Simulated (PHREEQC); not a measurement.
0.05 mol of Gypsum (CaSO4:2H2O) is brought to equilibrium with 1 kg of water holding 0.01 mol/kgw NaCl, at 25 °C, the pH being set by adding NaOH or HCl. Oxygen alone is held at its pressure in air (log pO2 = -0.68). CO2 from the air is kept out. The run lets Gypsum precipitate or redissolve, and no other solid.

The numbers come from PHREEQC with the ion-association model, phreeqc.dat.

Problem. Predict HSO4- (mol/kgw) at pH = 7.6, 8.4.

Solution. 
```
pH   HSO4- (mol/kgw)
---  ---------------
7.6          1.50e-8
8.4          2.38e-9
```

Species that the database lacks are ignored.
